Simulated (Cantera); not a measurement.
What does this Cantera script print?

```python
import numpy as np
import cantera as ct

gas_names = """
    F FO FO2 F2 F2O N NF NF2 NF3 NO NO2 NO3 N2 N2O O O2 O3 Si SiF SiF2 SiF3 SiF4 SiN SiO SiO2 Si2 Si2N
    Si3
""".split()
cond_names = """
    Si(cr) Si(L) SiO2(Lqz) SiO2(hqz) SiO2(L) Si2N2O(s) Si3N4(a)
""".split()


# ... load() reads the species with a 1 bar reference pressure and builds the phases ...
atoms = {
    'SiF4': {'Si': 1, 'F': 4},
    'O2': {'O': 2},
    'N2': {'N': 2},
}
top_T = {'Si2N2O(s)': 2100, 'Si3N4(a)': 2400}  # K; cautious upper limits of use, not melting points


# ... equilibrate(T, P, feed) seeds the gas with the atoms and calls Mixture.equilibrate('TP', solver="vcs", rtol=1e-11, max_steps=5000) ...
results = []
feed = {'SiF4': 1, 'O2': 0.84, 'N2': 1}  # mol
P = 8.3  # Pa
for T in [948, 1048, 1148, 1248, 1348, 1448, 1548, 1648, 1748, 1848]:
    mix = equilibrate(T, P, feed)
    results.append((T, P, feed, dict(zip(mix.species_names, mix.species_moles))))

top = {s: max(r[3][s] / sum(r[3][g] for g in gas_names) for r in results) for s in gas_names}
cols = sorted((s for s in top if top[s] > 1e-05), key=lambda s: -top[s])[:5]
seen = [c for c in cond_names if any(r[3].get(c, 0) > 1e-12 for r in results)]
print("log10 of partial pressures in bar; condensed amounts in mol")
print(f"{'T/K':>10s}" + "".join(f"{s[:9]:>10s}" for s in cols + seen))
for T, P, feed, n in results:
    ng = sum(n[g] for g in gas_names)
    print(f"{T:10.4g}" + "".join(f"{np.log10(max(n[s] / ng * P / 1e5, 1e-99)):10.3f}" for s in cols)
          + "".join(f"{n.get(c, 0):10.4g}" for c in seen))
```

Result:

```
log10 of partial pressures in bar; condensed amounts in mol
       T/K      SiF4        N2        O2         O        NO SiO2(hqz)
       948    -4.534    -4.534    -4.610   -12.832    -8.948 1.625e-10
      1048    -4.534    -4.534    -4.610   -11.504    -8.467 3.743e-09
      1148    -4.534    -4.534    -4.610   -10.405    -8.071 4.929e-08
      1248    -4.534    -4.534    -4.610    -9.482    -7.737 4.213e-07
      1348    -4.534    -4.535    -4.610    -8.694    -7.453 2.516e-06
      1448    -4.534    -4.535    -4.611    -8.015    -7.209   1.1e-05
      1548    -4.534    -4.535    -4.611    -7.423    -6.996  3.53e-05
      1648    -4.535    -4.536    -4.613    -6.903    -6.810 6.948e-05
      1748    -4.537    -4.537    -4.617    -6.443    -6.647         0
      1848    -4.541    -4.540    -4.625    -6.035    -6.504         0
```

These are equilibrium values from Cantera (NASA tables, ideal gas, pure condensed phases), not measurements of a reactor. The tables' values for SiF3, SiO2 are old estimates; treat these amounts as uncertain.
